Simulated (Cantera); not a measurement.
A freely propagating, adiabatic, planar premixed flame of H2 : O2 : N2 = 1 : 0.217 : 0.652 (molar parts), equivalence ratio 2.3, unburnt at 350 K and 11000 Pa; mixture-averaged transport, grid criteria slope 0.08 and curve 0.16, no radiation.

Computed with Cantera and the H2/O2 subset of GRI-Mech 3.0, which has no nitrogen chemistry. Burning velocities carry a grid error of a few per cent, more on coarse grids.

**Question.** How do the results move with these cheaper or finer settings: unity-Lewis-number transport; multicomponent transport; multicomponent+Soret transport; grid criteria slope 0.5, curve 1; grid criteria slope 0.25, curve 0.5; grid criteria slope 0.03, curve 0.06?

**Answer.** 
```tsv
setting	laminar burning velocity	thermal thickness	peak x(HO2)	peak x(OH)	grid points
as above	321 cm/s	6.79 mm	0.000100	0.00299	150
unity-Lewis-number transport	190 cm/s	5.98 mm	7.89e-5	0.00296	132
multicomponent transport	311 cm/s	6.89 mm	9.95e-5	0.00299	150
multicomponent+Soret transport	300 cm/s	6.71 mm	0.000100	0.00298	150
grid criteria slope 0.5, curve 1	338 cm/s	8.56 mm	9.33e-5	0.00314	55
grid criteria slope 0.25, curve 0.5	330 cm/s	7.41 mm	9.61e-5	0.00314	77
grid criteria slope 0.03, curve 0.06	318 cm/s	6.60 mm	0.000101	0.00294	336
```
Unity Lewis numbers drop preferential diffusion, which matters most where H2 and H carry the flame; Soret adds thermal diffusion.
